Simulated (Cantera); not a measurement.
An adiabatic, constant-volume homogeneous reactor starts with CH4 : O2 : N2 : H2O = 1 : 2 : 7.52 : 0.91 (molar parts), equivalence ratio 1.0, at 1375 K and 0.987 atm.

Model: GRI-Mech 3.0 (53 species, 325 reactions), integrated in Cantera.

### Question
Predict: time of steepest temperature rise; temperature at 3.00 s; equilibrium temperature; x(O2) at 3.00 s; x(H2O) at 3.00 s.

### Answer
| Item | Result |
|---|---|
| time of steepest temperature rise | 5.46 ms |
| temperature at 3.00 s | 2776 K |
| equilibrium temperature | 2776 K |
| x(O2) at 3.00 s | 0.0180 (gas-phase equilibrium 0.0180) |
| x(H2O) at 3.00 s | 0.209 (gas-phase equilibrium 0.209) |
